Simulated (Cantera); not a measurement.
**B + H2O (boron, boron nitride and boron oxide)**

Charge: 1 mol B, 0.067 mol H2O.

These are equilibrium values from Cantera (NASA tables, ideal gas, pure condensed phases), not measurements of a reactor. Candidate condensed phases: B, B2O3, B3O3H3, H2O; 23 gas species. Mutual solubility and eutectic melting of coexisting phases are not modelled. Gases not in the tables: H3BO3. Kinetics and transport are ignored.

### Question
Map the stable condensed phases over T = 927, 977, 1027, 1077, 1127, 1177, 1227, 1277, 1327, 1377 °C and P in Pa = 10, 37, 140, 520, 1900, 7200, 27000, 100000.

### Answer
```
T in °C \ P in Pa
             10     37    140    520   1900   7200  27000 100000
   1377       A      A      A      A      B      B      B      B
   1327       A      A      A      B      B      B      B      B
   1277       A      A      B      B      B      B      B      B
   1227       A      A      B      B      B      B      B      B
   1177       A      B      B      B      B      B      B      B
   1127       B      B      B      B      B      B      B      B
   1077       B      B      B      B      B      B      B      B
   1027       B      B      B      B      B      B      B      B
    977       B      B      B      B      B      B      B      B
    927       B      B      B      B      B      B      B      B
```
A: B; B: B + B2O3.
